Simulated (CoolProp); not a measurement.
A simple Rankine cycle with cyclopentane: condensing at 308.15 K, boiler at 3.4 MPa, turbine inlet 505.3 K, turbine efficiency 0.9, pump efficiency 0.7, no recuperator. Each further row changes one setting.

Values from CoolProp's reference Helmholtz-energy equation of state, Gedanitz 2015.

```tsv
case	thermal efficiency (%)	net work (kJ/kg)	heat in (kJ/kg)	turbine exit temperature (K)	volume ratio over the turbine
as stated	23.8	157	658	379.0	64.1
turbine inlet 525.3 K	23.8	170	714	405.0	59.4
condensing temperature 300.15 K	25.0	168	672	371.4	85.0
boiler pressure 2.38 MPa	22.5	156	691	399.9	38.9
turbine efficiency 0.8	21.1	139	658	390.1	66.0
```
